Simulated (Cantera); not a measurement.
Feed: 1 mol Pb, 1.1 mol CO, 0.38 mol N₂, 0.57 mol H₂, at 1600 K and 0.133 bar.

Cantera equilibrium calculation (NASA polynomials, part measured and part estimated; ideal gas, pure solids and liquids). Candidate condensed phases: C, C₆H₆, C₇H₈, C₈H₁₈, H₂O, Pb, PbO, PbO₂, Pb₃O₄; 139 gas species. Rates play no part.

Base state: CO 0.361, Pb 0.328, H₂ 0.187, N₂ 0.125, Pb₂ 0.000179, H 6.44e-5, HCN 6.18e-5, H₂O 3.96e-5 (mole fractions); condensed: gas only.

What changes in the equilibrium state with this change: temperature from 1600 K to 1423.15 K?


```
species       before    after
----------  --------  -------
CO             0.361    0.491
H₂             0.187    0.255
N₂             0.125    0.170
Pb             0.328   0.0842
CH₄          1.50e-6  2.53e-5
Pb₂         0.000179  2.10e-5
Pb(l), mol         0    0.811
```

What changes in the equilibrium state with this change: temperature from 1600 K to 1398.15 K?


| species | before | after |
|---|---|---|
| CO | 0.361 | 0.502 |
| H₂ | 0.187 | 0.260 |
| N₂ | 0.125 | 0.173 |
| Pb | 0.328 | 0.0640 |
| CH₄ | 1.50e-6 | 3.64e-5 |
| Pb₂ | 0.000179 | 1.33e-5 |
| H | 6.44e-5 | 6.62e-6 |
| CO₂ | 2.55e-5 | 6.35e-5 |
| H₂O | 3.96e-5 | 7.12e-5 |
| Pb(l), mol | 0 | 0.860 |

What changes in the equilibrium state with this change: temperature from 1600 K to 1000 K?


```tsv
species	before	after
CO	0.361	0.505
H₂	0.187	0.276
N₂	0.125	0.190
Pb	0.328	0.000121
CO₂	2.55e-5	0.0193
Pb₂	0.000179	<1e-9
H	6.44e-5	3.27e-9
CH₄	1.50e-6	0.000972
H₂O	3.96e-5	0.00736
C(graphite), mol	0	0.0513
Pb(l), mol	0	1.000
```
